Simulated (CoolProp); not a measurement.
Vapour-liquid equilibrium of dimethyl ether (1) + isobutane (2) at 314.6 K; x and y are mole fractions of (1).

Values from CoolProp's multi-fluid Helmholtz-energy mixture model, Wu 2011 and Bücker 2006; pair parameters Bell 2016.

| x | bubble pressure, mixture model (bar) | bubble pressure, Raoult's law (bar) | y, mixture model | y, Raoult's law |
|---|---|---|---|---|
| 0.05 | (withheld) | 5.703 | 0.102 | 0.081 |
| 0.2 | 6.891 | 6.261 | 0.326 | 0.295 |
| 0.35 | 7.657 | 6.819 | (withheld) | 0.474 |
| 0.5 | (withheld) | 7.377 | 0.606 | 0.626 |
| 0.65 | (withheld) | 7.935 | 0.718 | 0.757 |
| 0.8 | (withheld) | 8.493 | (withheld) | 0.870 |
| 0.95 | 9.215 | 9.051 | 0.953 | 0.970 |

**Question.** What belongs in the gaps?

**Answer.** 
- 0.05, bubble pressure, mixture model (bar): 5.906
- 0.35, y, mixture model: 0.482
- 0.5, bubble pressure, mixture model (bar): 8.251
- 0.65, bubble pressure, mixture model (bar): 8.706
- 0.8, bubble pressure, mixture model (bar): 9.032
- 0.8, y, mixture model: 0.829

The largest gap from Raoult's law is +12.3 % in bubble pressure, at x = 0.35. No azeotrope shows between x = 0.05 and 0.95.

Pair parameters are fitted to limited data, so mixtures are less certain than the pure fluids.
